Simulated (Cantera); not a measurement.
An isothermal, constant-pressure homogeneous reactor starts with 9.80 % NH₃, 90.2 % N₂, at 1825 K and 0.0132 atm.

Cantera simulation using the gas-phase N/H chemistry of the illustrative SiF4/NH3 mechanism in the Surface Chemkin manual (1991); the numbers are that mechanism's predictions, not measurements. Walls and surfaces, which speed up NH3 decomposition in real reactors, are not modelled.

One state of this run: x NH₃ = 0.0869; x H₂ = 0.0149; x NH₂ = 0.000246; x N₂ = 0.898; x NH = 5.17e-6; x N₂H₂ = 9.47e-7. x: mole fraction; the columns are a selection and need not sum to one.

**Question.** Which value of t (s) does it belong to?
A. 0.215
B. 0.000681
C. 0.000100
D. 0.562

**Answer.** D, 0.562
